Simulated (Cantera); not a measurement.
A closed system holds: 1 mol SiC, 0.019 mol N2O, 180 mol N2, 0.0012 mol H2O, equilibrated at 10000 Pa.

Equilibrium computed with Cantera from the NASA thermochemical tables; the gas is ideal and each condensed phase is pure. Candidate condensed phases: C, C6H6, C7H8, C8H18, H2O, Si, SiC, SiO2, Si2N2O, Si3N4; 151 gas species. Mutual solubility and eutectic melting of coexisting phases are not modelled. Rates play no part.

Problem. Which condensed phases are stable at each of these points (T (°C)): 1375, 1425, 1475, 1525, 1575, 1625, 1675, 1725, 1775?

Solution. 
```
T (°C)   condensed phases  Si condensed (%)
------  -----------------  ----------------
1375    SiC(s) + Si3N4(s)              99.9
1425    SiC(s) + Si3N4(s)              99.9
1475    SiC(s) + Si3N4(s)              99.7
1525    SiC(s) + Si3N4(s)              99.3
1575               SiC(s)              98.8
1625               SiC(s)              98.6
1675               SiC(s)              98.3
1725               SiC(s)              98.0
1775               SiC(s)              97.8
```

From 1375 °C to 1525 °C the condensed part is SiC(s) + Si3N4(s). From 1575 °C to 1775 °C the condensed part is SiC(s).
